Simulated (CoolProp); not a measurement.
R134a at 298.15 K and 0.459 MPa flows at 0.49 m/s in a round tube of 1 mm bore and 15 µm roughness, fully developed (64/Re and Nu = 3.66 if laminar; Colebrook and Gnielinski if turbulent). Each further row changes one setting.

Values from CoolProp's reference Helmholtz-energy equation of state, Tillner-Roth 1994.

```tsv
case	Reynolds number	Darcy friction factor	pressure drop (Pa/m)	heat-transfer coefficient (W/(m² K))	mass flow (kg/h)
as stated	877	0.0730	184	49.8	0.0291
velocity 0.98 m/s	1750	0.0365	368	49.8	0.0582
diameter 2 mm	1750	0.0365	46.0	24.9	0.116
```

Viscosity comes from a separate model (Huber 2003), an estimate that may be off by 10 % or more. Thermal conductivity comes from a separate model (McLinden 2000), an estimate that may be off by 10 % or more.
